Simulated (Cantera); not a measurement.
Input: 1 mol CaCO3, 0.049 mol H2O, 5.1 mol CO2, at 1000 °C and 0.0660 bar.

Method: chemical equilibrium by Gibbs-energy minimisation in Cantera with the NASA 1993 tables (ideal gas, pure condensed phases). Candidate condensed phases: C, C6H6, C7H8, C8H18, Ca, CaCO3, CaO, Ca(OH)2, H2O; 115 gas species. Equilibrium is a limit: real reactors are often held back by kinetics, nucleation or transport.

Base state: CO2 0.992, H2O 0.00797, CO 6.15e-5, O2 3.08e-5 (mole fractions); condensed: CaO(s).

Question: What changes in the equilibrium state with this change: temperature from 1000 °C to 1675 °C?

Answer: 
```csv
species,before,after
CO2,0.992,0.951
CO,6.15e-5,0.0271
O2,3.08e-5,0.0134
O,2.33e-9,0.000200
H,1.52e-9,3.08e-5
OH,4.68e-7,0.000430
H2,2.98e-7,4.92e-5
"CaO(s), mol",1.00,1.000
```
